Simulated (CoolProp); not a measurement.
50 sccm (0 °C, 1 atm) of nitrogen bubbles through liquid water at 306.2 K and leaves saturated at a total pressure of 0.0832 MPa (ideal gas phase). Each further row changes one setting.

Model: reference Helmholtz-energy equation of state, Wagner 2002, in CoolProp.

```
case                      vapour pressure (kPa)  mole fraction of vapour  delivery (mg/min)  delivery (sccm)  change of delivery for a bath 1 K warmer (%)
------------------------  ---------------------  -----------------------  -----------------  ---------------  --------------------------------------------
as stated                                  5.05                   0.0607               2.60              ___                                           6.1
bath temperature 311.2 K                   6.65                      ___               3.49              ___                                           6.0
total pressure 0.166 MPa                   5.05                   0.0304                ___             1.57                                           ___
```

Q: Complete the blanks.

A: 
- as stated, delivery (sccm): 3.23
- bath temperature 311.2 K, mole fraction of vapour: 0.0799
- bath temperature 311.2 K, delivery (sccm): 4.34
- total pressure 0.166 MPa, delivery (mg/min): 1.26
- total pressure 0.166 MPa, change of delivery for a bath 1 K warmer (%): 5.9
